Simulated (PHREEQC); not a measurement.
0.098 g of hydrous ferric oxide (600 m²/g; 0.2 weak and 0.005 strong sites per Fe, Dzombak-Morel constants, diffuse double layer) in 1 kg of water with 0.05 mol/kgw of an inert sodium salt, at 25 °C; the pH is set by adding NaOH or the inert anion's acid. Oxygen alone is held at its pressure in air (log pO2 = -0.68). CO2 from the air is kept out. Precipitation was switched off in this run.

Base run: PHREEQC, ion-association model, wateq4f.dat. Each further column changes one thing. The table gives surface charge σ (C/m²).

```tsv
pH	base	background salt from 0.05 to 0.005 mol/kgw	oxide from 0.098 to 0.49 g/kgw	0.00036 mol/kgw CuCl2 added
3	0.357	0.303	0.357	0.357
3.5	0.335	0.242	0.335	0.336
4.5	0.238	0.131	0.239	0.243
5	0.181	0.090	0.181	0.196
6	0.089	0.038	0.089	0.198
6.5	0.058	0.023	0.058	0.206
7.5	0.017	0.006	0.017	0.139
8	0.003	0.001	0.003	0.089
9	-0.026	-0.009	-0.026	0.027
9.5	-0.046	-0.018	-0.046	0.010
10.5	-0.111	-0.050	-0.111	-0.022
11	-0.158	-0.081	-0.158	-0.044
```

The oxide is taken as insoluble; below pH 4 it would dissolve. In at least one series the solution becomes supersaturated in solids that the run did not let form, among them Cu(OH)2, Atacamite. The database's constant for dissolved Cu(OH)2 is higher than later reviews accept.
